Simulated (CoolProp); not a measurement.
The numbers come from the reference Helmholtz-energy equation of state, Lemmon 2000 in CoolProp. It is a pseudo-pure fit of the blend.

### Question
For dry air, give the phase and the density (kg/m³), Joule-Thomson coefficient (K/MPa), isothermal compressibility (1/MPa), viscosity (µPa s) at -131.05 °C and 2.37 MPa; -131.05 °C and 3.55 MPa; -131.05 °C and 8.28 MPa.

### Answer
- -131.05 °C and 2.37 MPa: gas; density 72.1, Joule-Thomson coefficient 8.82, isothermal compressibility 0.541, viscosity 10.8
- -131.05 °C and 3.55 MPa: gas; density 128, Joule-Thomson coefficient 8.33, isothermal compressibility 0.463, viscosity 12.0
- -131.05 °C and 8.28 MPa: supercritical; density 519, Joule-Thomson coefficient 1.21, isothermal compressibility 0.0535, viscosity 34.9

Viscosity comes from a separate model (Lemmon 2004).
